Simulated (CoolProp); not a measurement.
Aqueous magnesium chloride as a coolant, 26 % by mass, freezing at -57.0 °C, 1 atm.

Model: Melinder's fits for secondary coolants, in CoolProp.

| T (°C) | viscosity (mPa s) | density (kg/m³) | conductivity (W/(m K)) | cp (kJ/(kg K)) |
|---|---|---|---|---|
| -0.1 | 66.5 | 1256 | 0.481 | … |
| 4.3 | 51.1 | 1253 | … | 2.807 |
| 8.7 | 40.0 | 1250 | 0.500 | 2.812 |
| 13.1 | 31.9 | 1246 | 0.509 | 2.816 |
| 17.5 | 25.9 | 1243 | 0.518 | 2.820 |
| 21.9 | 21.6 | 1240 | 0.527 | 2.822 |
| 26.3 | … | 1237 | … | 2.823 |
| 30.7 | 16.3 | … | 0.544 | 2.823 |
| 35 | 14.8 | 1233 | 0.552 | 2.820 |
| 39.4 | … | 1231 | 0.560 | 2.816 |

Task: Complete the blanks.

Result: 
- -0.1, cp (kJ/(kg K)): 2.801
- 4.3, conductivity (W/(m K)): 0.490
- 26.3, viscosity (mPa s): 18.5
- 26.3, conductivity (W/(m K)): 0.535
- 30.7, density (kg/m³): 1235
- 39.4, viscosity (mPa s): 13.8
